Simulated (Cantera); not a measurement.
Charge: 1 mol CF4, 0.47 mol HCl, 8.4 mol H2, held at 850 K and 760 Pa.

Method: chemical equilibrium by Gibbs-energy minimisation in Cantera with the NASA 1993 tables (ideal gas, pure condensed phases). Candidate condensed phases: C, C6H6, C7H8, C8H18; 118 gas species. Equilibrium is a limit: real reactors are often held back by kinetics, nucleation or transport.

Base state: H2 0.586, HF 0.369, HCl 0.0433, CH4 0.00163 (mole fractions); condensed: C(graphite).

Q: What changes in the equilibrium state with this change: temperature from 850 K to 2600 K?

A: 
```json
[
 {"species": "H2", "before": "0.586", "after": "0.372"},
 {"species": "HF", "before": "0.369", "after": "0.315"},
 {"species": "H", "before": "<1e-9", "after": "0.268"},
 {"species": "Cl", "before": "<1e-9", "after": "0.0125"},
 {"species": "HCl", "before": "0.0433", "after": "0.0246"},
 {"species": "C2H2 (acetylene)", "before": "<1e-9", "after": "0.00603"},
 {"species": "F", "before": "<1e-9", "after": "0.000611"},
 {"species": "C2H", "before": "<1e-9", "after": "0.000383"},
 {"species": "C(graphite), mol", "before": "0.982", "after": "0.822"}
]
```
